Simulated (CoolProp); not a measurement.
Properties of CHF3 (R23) along the isotherm 303.7 K (Tc = 299.3 K, pc = 4.832 MPa, ω = 0.263).

The numbers come from the reference Helmholtz-energy equation of state, Penoncello 2003 in CoolProp.

```json
[
 {"p (MPa)": "0.453", "phase": "gas", "conductivity (mW/(m K))": "14.4", "fugacity coefficient": "(withheld)"},
 {"p (MPa)": "0.906", "phase": "gas", "conductivity (mW/(m K))": "15.1", "fugacity coefficient": "0.9363"},
 {"p (MPa)": "1.36", "phase": "gas", "conductivity (mW/(m K))": "15.7", "fugacity coefficient": "0.9048"},
 {"p (MPa)": "1.81", "phase": "gas", "conductivity (mW/(m K))": "(withheld)", "fugacity coefficient": "0.8740"},
 {"p (MPa)": "2.26", "phase": "gas", "conductivity (mW/(m K))": "17.3", "fugacity coefficient": "0.8435"},
 {"p (MPa)": "2.72", "phase": "gas", "conductivity (mW/(m K))": "18.2", "fugacity coefficient": "0.8124"},
 {"p (MPa)": "3.17", "phase": "gas", "conductivity (mW/(m K))": "19.3", "fugacity coefficient": "0.7822"},
 {"p (MPa)": "3.62", "phase": "gas", "conductivity (mW/(m K))": "20.5", "fugacity coefficient": "0.7520"},
 {"p (MPa)": "4.08", "phase": "gas", "conductivity (mW/(m K))": "22.2", "fugacity coefficient": "0.7210"},
 {"p (MPa)": "4.53", "phase": "gas", "conductivity (mW/(m K))": "24.4", "fugacity coefficient": "0.6902"},
 {"p (MPa)": "4.98", "phase": "supercritical", "conductivity (mW/(m K))": "28.4", "fugacity coefficient": "0.6582"},
 {"p (MPa)": "5.44", "phase": "supercritical", "conductivity (mW/(m K))": "45.2", "fugacity coefficient": "0.6218"},
 {"p (MPa)": "5.89", "phase": "supercritical", "conductivity (mW/(m K))": "54.7", "fugacity coefficient": "(withheld)"},
 {"p (MPa)": "6.34", "phase": "supercritical", "conductivity (mW/(m K))": "58.6", "fugacity coefficient": "0.5524"},
 {"p (MPa)": "6.79", "phase": "supercritical", "conductivity (mW/(m K))": "61.3", "fugacity coefficient": "0.5239"},
 {"p (MPa)": "7.25", "phase": "supercritical", "conductivity (mW/(m K))": "63.4", "fugacity coefficient": "0.4983"}
]
```

### Question
What belongs in the gaps?

### Answer

- 0.453, fugacity coefficient: 0.9679
- 1.81, conductivity (mW/(m K)): 16.5
- 5.89, fugacity coefficient: 0.5850

Thermal conductivity comes from a separate model (Shan 2000).
